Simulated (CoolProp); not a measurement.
Vapour-liquid equilibrium of benzene (1) + o-xylene (2) at 495.4 K; x and y are mole fractions of (1).

The numbers come from the multi-fluid Helmholtz-energy mixture model, Thol 2012 and Zhou 2012; pair parameters Bell 2016 in CoolProp.

```tsv
x	bubble pressure (bar)	y at the bubble point	dew pressure at overall composition x (bar)	liquid density (mol/L)
0.05	6.059	0.122	5.725	6.531
0.125	6.992	0.284	6.074	6.636
0.2	8.039	0.419	6.473	6.739
0.275	9.164	0.528	6.932	6.842
0.35	10.33	0.615	7.467	6.944
0.425	11.51	0.686	8.097	7.047
0.5	12.68	0.744	8.848	7.149
0.575	13.84	0.793	9.758	7.253
0.65	14.97	0.835	10.88	7.359
0.725	16.09	0.873	12.27	7.468
0.8	17.20	0.908	14.02	7.582
0.875	18.32	0.942	16.16	7.703
0.95	19.46	0.976	18.58	7.833
```

No azeotrope shows between x = 0.05 and 0.95.

Pair parameters are fitted to limited data, so mixtures are less certain than the pure fluids.
